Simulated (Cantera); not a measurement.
**Premixed flame**

A freely propagating, adiabatic, planar premixed flame of CH₄ : O₂ : N₂ : CO₂ : H₂O = 1 : 2.2 : 8.26 : 1.3 : 0.1 (molar parts), equivalence ratio 0.91, unburnt at 300 K and 100.0 Torr; mixture-averaged transport, grid criteria slope 0.08 and curve 0.16, no radiation.

Model: GRI-Mech 3.0 (53 species, 325 reactions), integrated in Cantera. Burning velocities carry a grid error of a few per cent, more on coarse grids.

| z (mm) | T (K) | u (m/s) | x CH₄ | x O₂ | x CO₂ | x N₂O | x HCO | x NO |
|---|---|---|---|---|---|---|---|---|
| -11.0 | 300 | 0.308 | 0.0777 | 0.171 | 0.101 | <1e-8 | <1e-8 | <1e-8 |
| -7.31 | 301 | 0.309 | 0.0776 | 0.171 | 0.101 | <1e-8 | <1e-8 | <1e-8 |
| -5.48 | 304 | 0.313 | 0.0773 | 0.170 | 0.101 | <1e-8 | <1e-8 | <1e-8 |
| -3.66 | 343 | 0.354 | 0.0746 | 0.167 | 0.101 | <1e-8 | <1e-8 | 1.44e-8 |
| -1.83 | 697 | 0.728 | 0.0537 | 0.139 | 0.103 | <1e-8 | 7.30e-8 | 3.36e-7 |
| -0.914 | 1066 | 1.12 | 0.0303 | 0.104 | 0.109 | <1e-8 | 3.19e-6 | 7.89e-7 |
| 0 | 1413 | 1.50 | 0.00720 | 0.0631 | 0.120 | <1e-8 | 2.63e-5 | 1.53e-6 |
| 0.914 | 1540 | 1.63 | 0.000458 | 0.0410 | 0.133 | 1.47e-8 | 6.55e-6 | 2.38e-6 |
| 1.83 | 1570 | 1.66 | 1.58e-5 | 0.0346 | 0.141 | 1.81e-8 | 3.03e-7 | 2.88e-6 |
| 3.66 | 1603 | 1.68 | 2.70e-8 | 0.0313 | 0.148 | 1.94e-8 | 1.18e-8 | 3.46e-6 |
| 7.31 | 1648 | 1.73 | <1e-8 | 0.0292 | 0.152 | 2.04e-8 | <1e-8 | 4.22e-6 |
| 14.6 | 1702 | 1.78 | <1e-8 | 0.0270 | 0.156 | 2.24e-8 | <1e-8 | 5.27e-6 |
| 29.2 | 1761 | 1.83 | <1e-8 | 0.0244 | 0.160 | 2.54e-8 | <1e-8 | 6.70e-6 |
x: mole fraction of selected species; z is measured from the peak of heat release.

| Quantity | Value |
|---|---|
| laminar burning velocity | 30.8 cm/s |
| thermal thickness | 3.66 mm |
| peak x(HCO) | 2.67e-5 |
| grid points | 150 |
